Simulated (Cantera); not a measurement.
A closed system holds: 1 mol SiO₂, 0.0081 mol Si, 0.11 mol N₂, held at 0.133 bar.

Method: chemical equilibrium by Gibbs-energy minimisation in Cantera with the NASA 1993 tables (ideal gas, pure condensed phases). Candidate condensed phases: Si, SiO₂, Si₂N₂O, Si₃N₄; 16 gas species. Mutual solubility and eutectic melting of coexisting phases are not modelled. The tables hold silica as quartz up to 1696 K and as liquid above; real silica turns to tridymite and cristobalite and melts near 1996 K. Rates play no part.

### Question
Which condensed phases are stable at each of these points (T (K)): 1575, 1625, 1675, 1725, 1775, 1825, 1875, 1925, 1975, 2025, 2075, 2125?

### Answer
```csv
T (K),condensed phases,Si condensed (%)
1575,SiO₂(β-quartz) + Si₂N₂O(s),100.0
1625,SiO₂(β-quartz) + Si₂N₂O(s),100.0
1675,SiO₂(β-quartz) + Si₂N₂O(s),100.0
1725,SiO₂(condensed) + Si₂N₂O(s),99.9
1775,SiO₂(condensed) + Si₂N₂O(s),99.8
1825,SiO₂(condensed) + Si₂N₂O(s),99.6
1875,SiO₂(condensed) + Si₂N₂O(s),98.8
1925,SiO₂(condensed),98.4
1975,SiO₂(condensed),98.4
2025,SiO₂(l),98.4
2075,SiO₂(l),98.4
2125,SiO₂(l),98.4
```

From 1575 K to 1675 K the condensed part is SiO₂(β-quartz) + Si₂N₂O(s). From 1725 K to 1875 K the condensed part is SiO₂(condensed) + Si₂N₂O(s). From 1925 K to 1975 K the condensed part is SiO₂(condensed). From 2025 K to 2125 K the condensed part is SiO₂(l).
